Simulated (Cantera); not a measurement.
## Reactions in the system Ca-H-S

Standard-state values (1 bar) from the NASA 1993 polynomials, evaluated with Cantera. Values are per mole of reaction as written; species without (g) are pure solids or liquids, kept so even where they would boil at 1 bar.

H2S(g) + Ca(g) = H2(g) + CaS

| T (K) | ΔH° (kJ) | ΔS° (J/K) | ΔG° (kJ) | log10 K |
|---|---|---|---|---|
| 1348 | -610.3 | -143.1 | -417.4 | 16.17 |
| 1373 | -609.9 | -142.8 | -413.8 | 15.74 |
| 1398 | -609.5 | -142.5 | -410.3 | 15.33 |
| 1423 | -609.1 | -142.2 | -406.7 | 14.93 |
| 1448 | -608.7 | -141.9 | -403.1 | 14.54 |
| 1473 | -608.3 | -141.7 | -399.6 | 14.17 |
| 1498 | -607.9 | -141.4 | -396.1 | 13.81 |
| 1523 | -607.4 | -141.1 | -392.5 | 13.46 |
